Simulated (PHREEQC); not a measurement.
3.1 g of hydrous ferric oxide (600 m²/g; 0.2 weak and 0.005 strong sites per Fe, Dzombak-Morel constants, diffuse double layer) in 1 kg of water with 0.1 mol/kgw of an inert sodium salt and 0.0002 mol/kgw CaCl2, at 25 °C; the pH is set by adding NaOH or the inert anion's acid. Oxygen alone is held at its pressure in air (log pO2 = -0.68). No CO2 enters from the air. Precipitation was switched off in this run.

All values are PHREEQC results (ion-association model, wateq4f.dat), not measurements.

| pH | Ca sorbed (%) | surface charge σ (C/m²) | surface potential ψ (mV) |
|---|---|---|---|
| 4 | 0.0 | 0.322 | 146 |
| 4.5 | 0.0 | 0.274 | 138 |
| 5 | 0.0 | 0.216 | 126 |
| 5.5 | 0.1 | 0.160 | 111 |
| 6 | 0.3 | 0.112 | (withheld) |
| 6.5 | 1.4 | 0.074 | 74 |
| 7 | 7.0 | 0.045 | 53 |
| 7.5 | (withheld) | 0.023 | 31 |
| 8 | 57.7 | 0.006 | 8 |
| 8.5 | 85.8 | -0.011 | (withheld) |
| 9 | 97.4 | (withheld) | -38 |
| 9.5 | 99.6 | -0.055 | -61 |
| 10 | 99.9 | -0.088 | -82 |
| 10.5 | 100.0 | -0.129 | -100 |
| 11 | 100.0 | -0.181 | -117 |
| 11.5 | 100.0 | -0.238 | -130 |
| 12 | 100.0 | -0.292 | -138 |

Problem. Complete the blanks.

Solution. 
- 6, surface potential ψ (mV): 93
- 7.5, Ca sorbed (%): 26.1
- 8.5, surface potential ψ (mV): -15
- 9, surface charge σ (C/m²): -0.030
